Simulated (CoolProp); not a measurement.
Properties of R407C at several states (Tc = 359.3 K, pc = 4.632 MPa, ω = 0.363).

Values from CoolProp's reference Helmholtz-energy equation of state, Lemmon 2003. It is a pseudo-pure fit of the blend.

| T (K) | p (MPa) | phase | expansivity (1/kK) | fugacity coefficient |
|---|---|---|---|---|
| 270.2 | 0.0802 | gas | 3.974 | 0.9818 |
| 433 | 2.5 | gas | 3.418 | 0.9035 |
| 277.6 | 0.0235 | gas | 3.669 | 0.9952 |
